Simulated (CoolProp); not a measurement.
Computed with CoolProp (reference Helmholtz-energy equation of state, Lemmon 2006). It is a short technical equation, of lower accuracy than the large ones.

Question: For n-nonane, give the phase and the Z, isothermal compressibility (1/MPa), viscosity (µPa s), Prandtl number at 370.3 K and 0.909 MPa; 511.7 K and 0.909 MPa.

Answer: 
- 370.3 K and 0.909 MPa: liquid; Z 0.0576, isothermal compressibility 0.00206, viscosity 319, Prandtl number 7.30
- 511.7 K and 0.909 MPa: liquid; Z 0.0531, isothermal compressibility 0.0118, viscosity 109, Prandtl number 4.21

Viscosity comes from a separate model (Huber 2004). Thermal conductivity comes from a separate model (Huber 2005).
